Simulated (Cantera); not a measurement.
What does this Cantera script print?

```python
import numpy as np
import cantera as ct

gas_names = """
    H H2 H2S N NH NH2 NH3 N2 N2H2 N2H4 Pb PbS Pb2 S SH SN S2 S8
""".split()
cond_names = """
    Pb(cr) Pb(L) PbS(s) PbS(L) S(cr1) S(cr2) S(L)
""".split()


def load(file, names, dense=False):
    # The tables refer to 1 bar. Condensed volumes are neglected.
    table = {s.name: s for s in ct.Species.list_from_file(file)}
    out = []
    for n in names:
        d = dict(table[n].input_data)
        d["thermo"] = dict(d["thermo"], **{"reference-pressure": 1e5})
        if dense:
            d["equation-of-state"] = {"model": "constant-volume", "density": "1e6 g/cm^3"}
        out.append(ct.Species.from_dict(d))
    return out


gas = ct.Solution(thermo="ideal-gas", species=load("nasa_gas.yaml", gas_names))
cond = {s.name: ct.Solution(thermo="fixed-stoichiometry", species=[s], name=s.name)
        for s in load("nasa_condensed.yaml", cond_names, dense=True)}
atoms = {
    'PbS': {'Pb': 1, 'S': 1},
    'H2': {'H': 2},
    'N2': {'N': 2},
}
top_T = {}  # K; cautious upper limits of use, not melting points


def equilibrate(T, P, feed):
    n = {}
    for name, mol in feed.items():
        for a, k in atoms[name].items():
            n[a] = n.get(a, 0.0) + k * mol
    gas.TPX = T, P, n
    mass = sum(n.values()) * gas.mean_molecular_weight
    gas.equilibrate("TP")
    valid = [c for c in cond.values() if c.min_temp <= T <= top_T.get(c.name, c.max_temp)]
    mix = ct.Mixture([(gas, mass / gas.mean_molecular_weight)] + [(c, 0.0) for c in valid])
    mix.T, mix.P = T, P
    mix.equilibrate("TP", solver="vcs", rtol=1e-11, max_steps=5000)
    return mix


results = []
feed = {'PbS': 1, 'H2': 1.5, 'N2': 0.63}  # mol
P = 8500  # Pa
for T in [1200, 1250, 1300, 1350, 1400, 1450, 1500, 1550]:
    mix = equilibrate(T, P, feed)
    results.append((T, P, feed, dict(zip(mix.species_names, mix.species_moles))))
    x = sorted(zip(gas.X, gas.species_names), reverse=True)
    print(f"T = {T:g} K  P = {P:g} Pa  gas = {mix.phase_moles(0):.4g} mol")
    print("   x: " + "  ".join(f"{s} {v:.3e}" for v, s in x if v > 1e-06))
    print("   condensed (mol): " + ("  ".join(f"{mix.phase(i).name} {mix.phase_moles(i):.4g}"
          for i in range(1, mix.n_phases) if mix.phase_moles(i) > 1e-12) or "none"))
```

It prints:

```
T = 1200 K  P = 8500 Pa  gas = 2.335 mol
   x: H2 5.982e-01  N2 2.698e-01  PbS 8.007e-02  H2S 4.417e-02  Pb 7.566e-03  S2 1.290e-04  SH 3.207e-05  NH3 3.905e-06
   condensed (mol): Pb(L) 0.08615  PbS(s) 0.7092
T = 1250 K  P = 8500 Pa  gas = 2.681 mol
   x: H2 5.096e-01  N2 2.350e-01  PbS 1.892e-01  H2S 4.997e-02  Pb 1.573e-02  S2 4.695e-04  SH 7.610e-05  NH3 2.289e-06  H 1.184e-06
   condensed (mol): Pb(L) 0.09449  PbS(s) 0.3563
T = 1300 K  P = 8500 Pa  gas = 3.105 mol
   x: H2 4.448e-01  PbS 2.823e-01  N2 2.029e-01  H2S 3.831e-02  Pb 3.087e-02  S2 7.074e-04  SH 1.149e-04  Pb2 2.939e-06  H 2.531e-06  NH3 1.409e-06
   condensed (mol): Pb(L) 0.0278
T = 1350 K  P = 8500 Pa  gas = 3.134 mol
   x: H2 4.431e-01  PbS 2.812e-01  N2 2.010e-01  Pb 3.787e-02  H2S 3.542e-02  S2 1.134e-03  SH 1.873e-04  H 5.441e-06  Pb2 3.589e-06  NH3 1.150e-06
   condensed (mol): none
T = 1400 K  P = 8500 Pa  gas = 3.137 mol
   x: H2 4.415e-01  PbS 2.777e-01  N2 2.008e-01  Pb 4.104e-02  H2S 3.642e-02  S2 2.148e-03  SH 3.261e-04  H 1.109e-05  Pb2 3.471e-06  S 1.867e-06
   condensed (mol): none
T = 1450 K  P = 8500 Pa  gas = 3.143 mol
   x: H2 4.403e-01  PbS 2.734e-01  N2 2.005e-01  Pb 4.482e-02  H2S 3.676e-02  S2 3.764e-03  SH 5.371e-04  H 2.152e-05  S 4.700e-06  Pb2 3.454e-06
   condensed (mol): none
T = 1500 K  P = 8500 Pa  gas = 3.151 mol
   x: H2 4.393e-01  PbS 2.680e-01  N2 2.000e-01  Pb 4.941e-02  H2S 3.636e-02  S2 6.106e-03  SH 8.390e-04  H 4.002e-05  S 1.091e-05  Pb2 3.542e-06
   condensed (mol): none
T = 1550 K  P = 8500 Pa  gas = 3.161 mol
   x: H2 4.386e-01  PbS 2.614e-01  N2 1.993e-01  Pb 5.495e-02  H2S 3.526e-02  S2 9.209e-03  SH 1.247e-03  H 7.154e-05  S 2.349e-05  Pb2 3.735e-06
   condensed (mol): none
```

Equilibrium computed with Cantera from the NASA thermochemical tables; the gas is ideal and each condensed phase is pure. Mutual solubility and eutectic melting of coexisting phases are not modelled. Gases not in the tables: S3 to S7.
